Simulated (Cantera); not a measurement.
Thermodynamics of halide evaporation, hydrolysis and transport, feed FeCl₃ + H₂

Feed: 1 mol FeCl₃, 0.1 mol H₂, equilibrated at 3.40 mbar.

These are equilibrium values from Cantera (NASA tables, ideal gas, pure condensed phases), not measurements of a reactor. Candidate condensed phases: Fe, FeCl₂, FeCl₃; 11 gas species. Equilibrium is a limit: real reactors are often held back by kinetics, nucleation or transport.

```json
[
 {"T (K)": "873", "log p FeCl₃": "-2.67", "log p FeCl₂": "-3.28", "log p Cl": "-7.03", "log p HCl": "-3.23", "log p Cl₂": "-5.35", "log p Fe₂Cl₆": "-4.00", "log p Fe₂Cl₄": "-4.42"},
 {"T (K)": "973", "log p FeCl₃": "-2.68", "log p FeCl₂": "-3.18", "log p Cl": "-5.70", "log p HCl": "-3.25", "log p Cl₂": "-4.22", "log p Fe₂Cl₆": "-4.87", "log p Fe₂Cl₄": "-5.09"},
 {"T (K)": "1073", "log p FeCl₃": "-2.78", "log p FeCl₂": "-3.01", "log p Cl": "-4.80", "log p HCl": "-3.28", "log p Cl₂": "-3.66", "log p Fe₂Cl₆": "-5.75", "log p Fe₂Cl₄": "-5.47"},
 {"T (K)": "1173", "log p FeCl₃": "-2.97", "log p FeCl₂": "-2.87", "log p Cl": "-4.15", "log p HCl": "-3.31", "log p Cl₂": "-3.40", "log p Fe₂Cl₆": "-6.68", "log p Fe₂Cl₄": "-5.77"},
 {"T (K)": "1273", "log p FeCl₃": "-3.22", "log p FeCl₂": "-2.78", "log p Cl": "-3.67", "log p HCl": "-3.35", "log p Cl₂": "-3.31", "log p Fe₂Cl₆": "-7.66", "log p Fe₂Cl₄": "-6.10"},
 {"T (K)": "1373", "log p FeCl₃": "-3.54", "log p FeCl₂": "-2.75", "log p Cl": "-3.32", "log p HCl": "-3.38", "log p Cl₂": "-3.36", "log p Fe₂Cl₆": "-8.69", "log p Fe₂Cl₄": "-6.45"},
 {"T (K)": "1473", "log p FeCl₃": "-3.92", "log p FeCl₂": "-2.75", "log p Cl": "-3.08", "log p HCl": "-3.42", "log p Cl₂": "-3.54", "log p Fe₂Cl₆": "-9.77", "log p Fe₂Cl₄": "-6.81"},
 {"T (K)": "1573", "log p FeCl₃": "-4.33", "log p FeCl₂": "-2.76", "log p Cl": "-2.96", "log p HCl": "-3.45", "log p Cl₂": "-3.85", "log p Fe₂Cl₆": "-10.88", "log p Fe₂Cl₄": "-7.14"},
 {"T (K)": "1673", "log p FeCl₃": "-4.75", "log p FeCl₂": "-2.76", "log p Cl": "-2.90", "log p HCl": "-3.46", "log p Cl₂": "-4.24", "log p Fe₂Cl₆": "-11.98", "log p Fe₂Cl₄": "-7.43"},
 {"T (K)": "1773", "log p FeCl₃": "-5.15", "log p FeCl₂": "-2.77", "log p Cl": "-2.88", "log p HCl": "-3.46", "log p Cl₂": "-4.65", "log p Fe₂Cl₆": "-12.99", "log p Fe₂Cl₄": "-7.68"},
 {"T (K)": "1873", "log p FeCl₃": "-5.52", "log p FeCl₂": "-2.77", "log p Cl": "-2.87", "log p HCl": "-3.47", "log p Cl₂": "-5.03", "log p Fe₂Cl₆": "-13.92", "log p Fe₂Cl₄": "-7.90"},
 {"T (K)": "1973", "log p FeCl₃": "-5.85", "log p FeCl₂": "-2.77", "log p Cl": "-2.87", "log p HCl": "-3.47", "log p Cl₂": "-5.38", "log p Fe₂Cl₆": "<-14", "log p Fe₂Cl₄": "-8.10"},
 {"T (K)": "2073", "log p FeCl₃": "-6.16", "log p FeCl₂": "-2.77", "log p Cl": "-2.87", "log p HCl": "-3.47", "log p Cl₂": "-5.70", "log p Fe₂Cl₆": "<-14", "log p Fe₂Cl₄": "-8.27"},
 {"T (K)": "2173", "log p FeCl₃": "-6.43", "log p FeCl₂": "-2.78", "log p Cl": "-2.86", "log p HCl": "-3.48", "log p Cl₂": "-5.98", "log p Fe₂Cl₆": "<-14", "log p Fe₂Cl₄": "-8.45"}
]
```
log p: log10 of the partial pressure in bar; nothing condenses.

From 873 K to 2173 K nothing is condensed. The main Fe-bearing gas is FeCl₃ at 873 K and FeCl₂ at 2173 K.
